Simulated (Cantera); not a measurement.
Feed: 1 mol Si, 0.66 mol N2O, 560 mol H2, held at 1350 °C.

Method: chemical equilibrium by Gibbs-energy minimisation in Cantera with the NASA 1993 tables (ideal gas, pure condensed phases). Candidate condensed phases: H2O, Si, SiO2, Si2N2O, Si3N4; 35 gas species. Mutual solubility and eutectic melting of coexisting phases are not modelled. The tables hold silica as quartz up to 1696 K and as liquid above; real silica turns to tridymite and cristobalite and melts near 1996 K. Kinetics and transport are ignored.

Task: Which condensed phases are stable at each of these points (P (Pa)): 0.100, 0.750, 5.60, 42, 320, 2400, 18000, 130000, 1000000?

Result: 
```tsv
P (Pa)	condensed phases	Si condensed (%)
0.100	gas only	0.0
0.750	gas only	0.0
5.60	gas only	0.0
42	Si(s)	11.5
320	Si(s)	30.5
2400	Si(s)	33.1
18000	Si2N2O(s)	67.5
130000	Si2N2O(s)	77.1
1000000	SiO2(β-quartz) + Si2N2O(s)	98.3
```

From 0.000750 Torr to 0.0420 Torr nothing is condensed. From 0.315 Torr to 18.0 Torr the condensed part is Si(s). From 135 Torr to 975 Torr the condensed part is Si2N2O(s). At 7500 Torr the condensed part is SiO2(β-quartz) + Si2N2O(s).
